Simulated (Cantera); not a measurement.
An adiabatic, constant-pressure homogeneous reactor starts with CH4 : C2H6 : C3H8 : O2 : N2 = 1 : 0.11 : 0.077 : 2.31 : 12 (molar parts), at 950 K and 3.40 bar.

Computed with Cantera and GRI-Mech 3.0 (53 species, 325 reactions). Below about 1000 K GRI-Mech 3.0 lacks low-temperature oxidation paths.

Problem. Predict: time of steepest temperature rise; temperature at 1.00 s; equilibrium temperature; x(O) at 1.00 s; x(NO) at 1.00 s.

Solution. 
- time of steepest temperature rise: 0.124 s
- temperature at 1.00 s: 2342 K
- equilibrium temperature: 2342 K
- x(O) at 1.00 s: 3.74e-5 (gas-phase equilibrium 3.74e-5)
- x(NO) at 1.00 s: 0.000395 (gas-phase equilibrium 0.000395)
